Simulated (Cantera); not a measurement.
An adiabatic, constant-volume homogeneous reactor starts with CH4 : O2 : N2 : H2O = 1 : 3.08 : 11.6 : 0.5 (molar parts), at 1473 K and 4.44 atm.

Model: GRI-Mech 3.0 (53 species, 325 reactions), integrated in Cantera.

Q: Predict: time of steepest temperature rise; temperature at 0.600 s; equilibrium temperature; x(O2) at 0.600 s; x(H2O) at 0.600 s; x(N2O) at 0.600 s.

A: 
* **time of steepest temperature rise**: 0.407 ms
* **temperature at 0.600 s**: 2758 K
* **equilibrium temperature**: 2758 K
* **x(O2) at 0.600 s**: 0.0584 (gas-phase equilibrium 0.0584)
* **x(H2O) at 0.600 s**: 0.140 (gas-phase equilibrium 0.140)
* **x(N2O) at 0.600 s**: 2.66e-6 (gas-phase equilibrium 2.66e-6)
